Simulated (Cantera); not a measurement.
A perfectly stirred reactor is fed with 30.6 % CH4, 45.9 % H2O, 23.3 % H2, 0.165 % N2, at 308 Torr; it is held at 1625 K, and followed from long to short residence time.

Computed with Cantera and GRI-Mech 3.0 (53 species, 325 reactions).

One state of this run: x CH4 = 0.137; x H2O = 0.387; x H2 = 0.405; x CH2O = 1.87e-6; x C2H2 = 0.0573; x C2H = 2.97e-8. x: mole fraction; the columns are a selection and need not sum to one.

Problem. Which value of τ (s) does it belong to?
A. 0.31
B. 0.0081
C. 0.63
D. 0.15

Solution. D, 0.15
